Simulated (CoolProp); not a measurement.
Acetone along the isotherm 518.8 K: fugacity coefficient from the reference equation and from simpler models built on Tc = 508.1 K, pc = 4.692 MPa, ω = 0.307; each cubic takes its own stable root.

The numbers come from the reference Helmholtz-energy equation of state, Lemmon 2006 in CoolProp. It is a short technical equation, of lower accuracy than the large ones.

| p (MPa) | phase | reference | van der Waals | Soave-Redlich-Kwong |
|---|---|---|---|---|
| 2.13 | gas | 0.8406 | 0.8729 | 0.8598 |
| 4.27 | gas | 0.6907 | 0.7424 | 0.7226 |
| 6.4 | supercritical | 0.5337 | 0.5892 | 0.5745 |
| 8.53 | supercritical | 0.4278 | 0.4916 | 0.4730 |
| 10.7 | supercritical | 0.3627 | 0.4329 | 0.4100 |
| 12.8 | supercritical | 0.3210 | 0.3966 | 0.3697 |
| 14.9 | supercritical | 0.2913 | 0.3722 | 0.3414 |
| 17.1 | supercritical | 0.2685 | 0.3549 | 0.3200 |
| 19.2 | supercritical | 0.2520 | 0.3437 | 0.3049 |
| 21.3 | supercritical | 0.2392 | 0.3364 | 0.2935 |
| 23.5 | supercritical | 0.2286 | 0.3318 | 0.2845 |
